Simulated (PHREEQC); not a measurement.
Solution (48 °C): 0.0021 mol/kgw HF, 0.038 mol/kgw NaF and 4.3e-05 mol/kgw (NH4)2SiF6. Closed to the air; pH follows from the charge balance.

Equilibrium calculation in PHREEQC: ion-association model, phreeqc.dat.

Each row changes one thing in this solution. This is a speciation only: nothing precipitates in the calculation.

```tsv
case	pH	ionic strength (mol/kgw)	F- (mol/kgw)	HF (mol/kgw)	NaF (mol/kgw)	HF2- (mol/kgw)
as made	4.59	0.0376	0.0372	0.00178	0.000546	0.000287
HF from 0.0021 to 0.021 mol/kgw	3.57	0.0379	?	0.0180	0.000515	0.00272
(NH4)2SiF6 replaced by NH3 at the same molality	4.61	0.0375	0.0372	?	0.000547	0.000281
(NH4)2SiF6 from 4.3e-05 to 3.87e-05 mol/kgw	4.59	0.0376	0.0372	0.00178	0.000546	0.000287
temperature from 48 to 60 °C	4.70	0.0376	0.0372	0.00179	?	0.000293
NaF from 0.038 to 0.0038 mol/kgw	3.66	0.00414	0.00402	0.00189	7.59e-6	3.29e-5
```

Q: Fill in the missing entries.

A: 
- HF from 0.0021 to 0.021 mol/kgw, F- (mol/kgw): 0.0351
- (NH4)2SiF6 replaced by NH3 at the same molality, HF (mol/kgw): 0.00175
- temperature from 48 to 60 °C, NaF (mol/kgw): 0.000541

Species that the database lacks are ignored. Away from 25 °C the constants follow the database's enthalpies or fits; those with neither stay at their 25 °C values. SiF6-2 is the database's only silicon fluoride.
